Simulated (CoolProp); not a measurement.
Sulfur dioxide along the isotherm 475.3 K: Z from the reference equation and from simpler models built on Tc = 430.6 K, pc = 78.87 bar, ω = 0.256; each cubic takes its own stable root.

The numbers come from the reference Helmholtz-energy equation of state, Gao 2016 in CoolProp.

```csv
p (bar),phase,reference,Pitzer virial,van der Waals,Redlich-Kwong,Peng-Robinson
3.94,gas,0.9877,0.9877,0.9883,0.9872,0.9861
7.89,gas,0.9752,0.9754,0.9763,0.9741,0.9721
11.8,gas,0.9626,0.9633,0.9641,0.9610,0.9580
15.8,gas,0.9495,0.9508,0.9515,0.9474,0.9436
19.7,gas,0.9366,0.9387,0.9389,0.9339,0.9293
23.7,gas,0.9231,0.9262,0.9257,0.9199,0.9146
27.6,gas,0.9098,0.9141,0.9126,0.9060,0.9001
31.5,gas,0.8962,0.9020,0.8991,0.8919,0.8854
35.5,gas,0.8820,0.8895,0.8850,0.8772,0.8702
39.4,gas,0.8680,0.8774,0.8708,0.8626,0.8552
```
